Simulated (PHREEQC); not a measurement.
# Arsenic or selenium liquor: speciation

Dissolve 34 mmol/kgw H2SeO4, 36 mmol/kgw H3PO4 and 69 mmol/kgw NaCl at 25 °C. Closed to the air; pH follows from the charge balance.

Computed with PHREEQC (ion-association model, wateq4f.dat).

```json
{
 "pH": "1.33",
 "ionic_strength": "0.144 mol/kgw",
 "total_alkalinity": "-104 meq/kg"
}
```

```tsv
species	molality	activity	log γ
Cl-	0.0690	0.0508	-0.133
Na+	0.0690	0.0525	-0.118
H+	0.0574	0.0466	-0.091
H3PO4	0.0301	0.0311	0.014
SeO4-2	0.0175	0.00590	-0.473
HSeO4-	0.0165	0.0126	-0.118
H2PO4-	0.00592	0.00454	-0.116
HPO4-2	1.81e-8	6.05e-9	-0.477
```

Precipitation was switched off in this run. Complexes and solids missing from the database can't appear. H3PO4, which wateq4f.dat lacks, is added to it with the constant of phreeqc.dat.
